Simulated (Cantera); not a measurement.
Cantera run:

```python
import numpy as np
import cantera as ct

gas_names = """
    C CH CH2 CH3 CH2OH CH3O CH4 CH3OH CO CO2 COOH C2 C2H CHCO,ketyl C2H2,acetylene C2H2,vinylidene
    CH2CO,ketene C2H3,vinyl CH3CO,acetyl C2H4 C2H4O,ethylen CH3CHO,ethanal CH3COOH (HCOOH)2 C2H5 C2H6
    CH3OCH3 C2H5OH C2O C3 C3H3,propargyl C3H4,allene C3H4,propyne C3H4,cyclo- C3H5,allyl C3H6,propylene
    C3H6,cyclo- C3H6O C3H7,n-propyl C3H7,i-propyl C3H8 C3H8O,1propanol C3H8O,2propanol C3O2 C4 C4H2
    C4H4,1,3-cyclo- C4H6,butadiene C4H6,2-butyne C4H6,cyclo- C4H8,1-butene C4H8,cis2-buten
    C4H8,tr2-butene C4H8,isobutene C4H8,cyclo- (CH3COOH)2 C4H9,n-butyl C4H9,i-butyl C4H9,s-butyl
    C4H9,t-butyl C4H10,isobutane C4H10,n-butane C5 C5H6,1,3cyclo- C5H8,cyclo- C5H10,1-pentene
    C5H10,cyclo- C5H11,pentyl C5H11,t-pentyl C5H12,n-pentane C5H12,i-pentane CH3C(CH3)2CH3 C6H2
    C6H5,phenyl C6H5O,phenoxy C6H6 C6H5OH,phenol C6H10,cyclo- C6H12,1-hexene C6H12,cyclo- C6H13,n-hexyl
    C7H7,benzyl C7H8 C7H8O,cresol C7H14,1-heptene C7H15,n-heptyl C7H16,n-heptane C8H8,styrene
    C8H10,ethylbenz C8H16,1-octene C8H17,n-octyl C8H18,isooctane C8H18,n-octane C9H19,n-nonyl
    C10H8,naphthale C10H21,n-decyl C12H9,o-bipheny C12H10,bipheny H HCO HO2 H2 HCHO,formaldehy HCOOH H2O
    H2O2 O OH O2 O3 Ta TaO TaO2
""".split()
cond_names = """
    C(gr) C6H6(L) C7H8(L) C8H18(L),n-octa H2O(s) H2O(L) Ta(cr) Ta(L) TaC(s) TaC(L) Ta2O5(s) Ta2O5(L)
""".split()


def load(file, names, dense=False):
    # The tables refer to 1 bar. Condensed volumes are neglected.
    table = {s.name: s for s in ct.Species.list_from_file(file)}
    out = []
    for n in names:
        d = dict(table[n].input_data)
        d["thermo"] = dict(d["thermo"], **{"reference-pressure": 1e5})
        if dense:
            d["equation-of-state"] = {"model": "constant-volume", "density": "1e6 g/cm^3"}
        out.append(ct.Species.from_dict(d))
    return out


gas = ct.Solution(thermo="ideal-gas", species=load("nasa_gas.yaml", gas_names))
cond = {s.name: ct.Solution(thermo="fixed-stoichiometry", species=[s], name=s.name)
        for s in load("nasa_condensed.yaml", cond_names, dense=True)}
atoms = {
    'Ta2O5': {'Ta': 2, 'O': 5},
    'CO': {'C': 1, 'O': 1},
    'H2': {'H': 2},
    'C': {'C': 1},
}
top_T = {'C(gr)': 4500}  # K; cautious upper limits of use, not melting points


def equilibrate(T, P, feed):
    n = {}
    for name, mol in feed.items():
        for a, k in atoms[name].items():
            n[a] = n.get(a, 0.0) + k * mol
    gas.TPX = T, P, n
    mass = sum(n.values()) * gas.mean_molecular_weight
    gas.equilibrate("TP")
    valid = [c for c in cond.values() if c.min_temp <= T <= top_T.get(c.name, c.max_temp)]
    mix = ct.Mixture([(gas, mass / gas.mean_molecular_weight)] + [(c, 0.0) for c in valid])
    mix.T, mix.P = T, P
    mix.equilibrate("TP", solver="vcs", rtol=1e-11, max_steps=5000)
    return mix


results = []
feed = {'Ta2O5': 1, 'CO': 15, 'H2': 0.27, 'C': 0.82}  # mol
P = 20  # Pa
for T in [1923, 2023, 2123, 2223, 2323, 2423, 2523, 2623]:
    mix = equilibrate(T, P, feed)
    results.append((T, P, feed, dict(zip(mix.species_names, mix.species_moles))))

top = {s: max(r[3][s] / sum(r[3][g] for g in gas_names) for r in results) for s in gas_names}
cols = sorted((s for s in top if top[s] > 0.0001), key=lambda s: -top[s])[:9]
seen = [c for c in cond_names if any(r[3].get(c, 0) > 1e-12 for r in results)]
print("log10 of partial pressures in bar; condensed amounts in mol")
print(f"{'T/K':>10s}" + "".join(f"{s[:9]:>10s}" for s in cols + seen))
for T, P, feed, n in results:
    ng = sum(n[g] for g in gas_names)
    print(f"{T:10.4g}" + "".join(f"{np.log10(max(n[s] / ng * P / 1e5, 1e-99)):10.3f}" for s in cols)
          + "".join(f"{n.get(c, 0):10.4g}" for c in seen))
```

Result:

```
log10 of partial pressures in bar; condensed amounts in mol
       T/K        CO      TaO2         H         O       TaO        H2       CO2        OH        O2    Ta(cr)  Ta2O5(s)  Ta2O5(L)
      1923    -3.709    -6.584    -5.820   -10.134    -7.299    -5.589    -7.232    -9.775   -13.385    0.3234    0.8258         0
      2023    -3.713    -5.806    -5.575    -9.258    -6.526    -5.706    -7.077    -9.251   -12.319    0.2907    0.7786         0
      2123    -3.730    -5.143    -5.405    -8.485    -5.846    -5.919    -6.968    -8.850   -11.393    0.1371         0    0.5655
      2223    -3.752    -4.799    -5.312    -7.322    -5.945    -6.237    -6.416    -8.088    -9.633         0         0    0.2413
      2323    -3.769    -4.672    -5.274    -6.144    -6.338    -6.623    -5.794    -7.325    -7.796         0         0         0
      2423    -3.770    -4.682    -5.253    -5.807    -6.081    -7.003    -5.951    -7.381    -7.596         0         0         0
      2523    -3.771    -4.702    -5.245    -5.558    -5.792    -7.378    -6.159    -7.508    -7.537         0         0         0
      2623    -3.774    -4.738    -5.245    -5.353    -5.519    -7.738    -6.375    -7.656    -7.530         0         0         0
```

Equilibrium computed with Cantera from the NASA thermochemical tables; the gas is ideal and each condensed phase is pure. Mutual solubility and eutectic melting of coexisting phases are not modelled. Condensed phases not in the tables: Ta2C, N, O or C dissolved in the metal.
